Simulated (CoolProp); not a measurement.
Computed with CoolProp (reference Helmholtz-energy equation of state, Lemmon 2006). It is a short technical equation, of lower accuracy than the large ones.

Problem. Give the vapour pressure (bar), liquid density (kg/m³), vapour density (kg/m³), enthalpy of vaporisation (kJ/kg) of saturated nitrous oxide at 259.4, 270.5 K.

Solution. 
| T (K) | p (bar) | liquid density (kg/m³) | vapour density (kg/m³) | enthalpy of vaporisation (kJ/kg) |
|---|---|---|---|---|
| 259.4 | 21.6 | 972 | 56.5 | 264 |
| 270.5 | 29.2 | 920 | 78.7 | 239 |
